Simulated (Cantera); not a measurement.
Cantera run:

```python
import numpy as np
import cantera as ct

gas_names = [...]  # 151 gases of nasa_gas.yaml made of C, H, N, O, Si
cond_names = """
    C(gr) C6H6(L) C7H8(L) C8H18(L),n-octa H2O(s) H2O(L) Si(cr) Si(L) SiC(b) SiO2(Lqz) SiO2(hqz) SiO2(L)
    Si2N2O(s) Si3N4(a)
""".split()


# ... load() reads the species with a 1 bar reference pressure and builds the phases ...
atoms = {
    'Si3N4': {'Si': 3, 'N': 4},
    'CO2': {'C': 1, 'O': 2},
    'H2': {'H': 2},
    'N2O': {'N': 2, 'O': 1},
}
top_T = {'C(gr)': 4500, 'SiC(b)': 3050, 'Si2N2O(s)': 2100, 'Si3N4(a)': 2400}  # K; cautious upper limits of use, not melting points


# ... equilibrate(T, P, feed) seeds the gas with the atoms and calls Mixture.equilibrate('TP', solver="vcs", rtol=1e-11, max_steps=5000) ...
results = []
feed = {'Si3N4': 1, 'CO2': 1, 'H2': 2.4, 'N2O': 0.033}  # mol
P = 480000  # Pa
for T in [1173, 1248, 1323, 1398, 1473, 1548, 1623, 1698, 1773]:
    mix = equilibrate(T, P, feed)
    results.append((T, P, feed, dict(zip(mix.species_names, mix.species_moles))))

top = {s: max(r[3][s] / sum(r[3][g] for g in gas_names) for r in results) for s in gas_names}
cols = sorted((s for s in top if top[s] > 1e-06), key=lambda s: -top[s])[:5]
seen = [c for c in cond_names if any(r[3].get(c, 0) > 1e-12 for r in results)]
print("log10 of partial pressures in bar; condensed amounts in mol")
print(f"{'T/K':>10s}" + "".join(f"{s[:9]:>10s}" for s in cols + seen))
for T, P, feed, n in results:
    ng = sum(n[g] for g in gas_names)
    print(f"{T:10.4g}" + "".join(f"{np.log10(max(n[s] / ng * P / 1e5, 1e-99)):10.3f}" for s in cols)
          + "".join(f"{n.get(c, 0):10.4g}" for c in seen))
```

Result:

```
log10 of partial pressures in bar; condensed amounts in mol
       T/K        H2        N2        CO       CH4       HCN     C(gr) SiO2(hqz) Si2N2O(s)
      1173     0.534     0.058    -2.036    -0.644    -3.965    0.8535    0.3511     1.324
      1248     0.546     0.047    -1.567    -0.860    -3.609    0.8955    0.3433     1.328
      1323     0.551     0.034    -1.153    -1.065    -3.299    0.8992    0.3244     1.338
      1398     0.550     0.012    -0.789    -1.259    -3.030    0.8567    0.2833     1.358
      1473     0.542    -0.028    -0.469    -1.449    -2.803    0.7456    0.2013     1.399
      1548     0.524    -0.103    -0.194    -1.640    -2.623    0.5293   0.05228     1.474
      1623     0.518    -0.131    -0.131    -1.792    -2.434    0.4539         0       1.5
      1698     0.519    -0.132    -0.131    -1.919    -2.248    0.4547         0       1.5
      1773     0.519    -0.133    -0.132    -2.036    -2.077    0.4541         0       1.5
```

Equilibrium computed with Cantera from the NASA thermochemical tables; the gas is ideal and each condensed phase is pure. Mutual solubility and eutectic melting of coexisting phases are not modelled. The tables hold silica as quartz up to 1696 K and as liquid above; real silica turns to tridymite and cristobalite and melts near 1996 K.
